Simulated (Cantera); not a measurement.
A freely propagating, adiabatic, planar premixed flame of CH4 : CO : O2 : N2 : H2O = 1 : 0.044 : 1.44 : 5.43 : 0.75 (molar parts), unburnt at 450 K and 1.20 bar; mixture-averaged transport, grid criteria slope 0.08 and curve 0.16, no radiation.

Cantera simulation using GRI-Mech 3.0 (53 species, 325 reactions); the numbers are that mechanism's predictions, not measurements. Burning velocities carry a grid error of a few per cent, more on coarse grids.

Q: Predict: laminar burning velocity; thermal thickness; peak x(H2O2); peak x(H2).

A: 
- laminar burning velocity: 18.6 cm/s
- thermal thickness: 1.01 mm
- peak x(H2O2): 2.13e-5
- peak x(H2): 0.0660
